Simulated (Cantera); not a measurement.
Charge: 1 mol Si2Cl6, 0.31 mol Cl2, 5.8 mol H2, at 752 °C and 0.360 bar.

Method: chemical equilibrium by Gibbs-energy minimisation in Cantera with the NASA 1993 tables (ideal gas, pure condensed phases). Candidate condensed phases: Si; 19 gas species. The feed counts by its element totals alone. The tables' values for SiCl3 are old estimates; treat these amounts as uncertain. Kinetics and transport are ignored.

Base state: H2 0.745, SiCl4 0.172, SiHCl3 0.0581, HCl 0.0190, SiCl3 0.00267, SiH2Cl2 0.00217, SiCl2 0.000864, SiH3Cl 2.10e-5 (mole fractions); condensed: Si(s).

What changes in the equilibrium state with this change: temperature from 752 °C to 850 °C?


```tsv
species	before	after
H2	0.745	0.731
SiCl4	0.172	0.164
SiHCl3	0.0581	0.0538
HCl	0.0190	0.0381
SiCl2	0.000864	0.00420
SiCl3	0.00267	0.00744
SiH3Cl	2.10e-5	2.33e-5
SiH2Cl2	0.00217	0.00216
Si(s), mol	0.257	0.278
```
